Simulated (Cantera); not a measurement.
**Calcination and drying: Mg(OH)2 + CO2 + H2**

A closed system holds: 1 mol Mg(OH)2, 0.31 mol CO2, a varied amount of H2, held at 1125 K and 5.70 bar.

Cantera equilibrium calculation (NASA polynomials, part measured and part estimated; ideal gas, pure solids and liquids). Candidate condensed phases: C, C6H6, C7H8, C8H18, H2O, Mg, MgCO3, MgO, Mg(OH)2; 116 gas species. Rates play no part.

```json
[
 {"n(H2) (mol)": "0.29", "log p H2": "-0.09", "log p H2O": "0.58", "log p CO2": "-0.05", "log p CO": "-0.67", "log p CH4": "-4.24", "n MgO(s)": "1.00"},
 {"n(H2) (mol)": "0.69", "log p H2": "0.22", "log p H2O": "0.50", "log p CO2": "-0.25", "log p CO": "-0.49", "log p CH4": "-3.08", "n MgO(s)": "1.00"},
 {"n(H2) (mol)": "1.1", "log p H2": "0.35", "log p H2O": "0.43", "log p CO2": "-0.42", "log p CO": "-0.46", "log p CH4": "-2.57", "n MgO(s)": "1.00"},
 {"n(H2) (mol)": "1.5", "log p H2": "0.43", "log p H2O": "0.38", "log p CO2": "-0.55", "log p CO": "-0.46", "log p CH4": "-2.29", "n MgO(s)": "1.00"},
 {"n(H2) (mol)": "1.9", "log p H2": "0.48", "log p H2O": "0.33", "log p CO2": "-0.67", "log p CO": "-0.48", "log p CH4": "-2.10", "n MgO(s)": "1.00"},
 {"n(H2) (mol)": "2.3", "log p H2": "0.52", "log p H2O": "0.28", "log p CO2": "-0.78", "log p CO": "-0.50", "log p CH4": "-1.97", "n MgO(s)": "1.00"},
 {"n(H2) (mol)": "2.7", "log p H2": "0.54", "log p H2O": "0.24", "log p CO2": "-0.87", "log p CO": "-0.53", "log p CH4": "-1.87", "n MgO(s)": "1.00"},
 {"n(H2) (mol)": "3.1", "log p H2": "0.57", "log p H2O": "0.21", "log p CO2": "-0.96", "log p CO": "-0.56", "log p CH4": "-1.80", "n MgO(s)": "1.00"},
 {"n(H2) (mol)": "3.5", "log p H2": "0.58", "log p H2O": "0.17", "log p CO2": "-1.04", "log p CO": "-0.59", "log p CH4": "-1.74", "n MgO(s)": "1.00"},
 {"n(H2) (mol)": "3.9", "log p H2": "0.60", "log p H2O": "0.14", "log p CO2": "-1.11", "log p CO": "-0.61", "log p CH4": "-1.69", "n MgO(s)": "1.00"},
 {"n(H2) (mol)": "4.3", "log p H2": "0.61", "log p H2O": "0.11", "log p CO2": "-1.18", "log p CO": "-0.64", "log p CH4": "-1.65", "n MgO(s)": "1.00"}
]
```
log p: log10 of the partial pressure in bar; n: condensed amount in mol.

From 0.29 mol H2 to 4.3 mol H2 the condensed part is MgO(s).
